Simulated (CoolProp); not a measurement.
Model: reference Helmholtz-energy equation of state, Zhou 2012, in CoolProp.

Give the vapour pressure (bar), liquid cp (kJ/(kg K)), vapour Z, liquid viscosity (µPa s) of saturated p-xylene at 446.2, 460.8 K.


```json
[
 {"T (K)": "446.2", "p (bar)": "2.36", "liquid cp (kJ/(kg K))": "2.25", "vapour Z": "0.916", "liquid viscosity (µPa s)": "173"},
 {"T (K)": "460.8", "p (bar)": "3.23", "liquid cp (kJ/(kg K))": "2.31", "vapour Z": "0.897", "liquid viscosity (µPa s)": "156"}
]
```

Viscosity comes from a separate model (Balogun 2015).
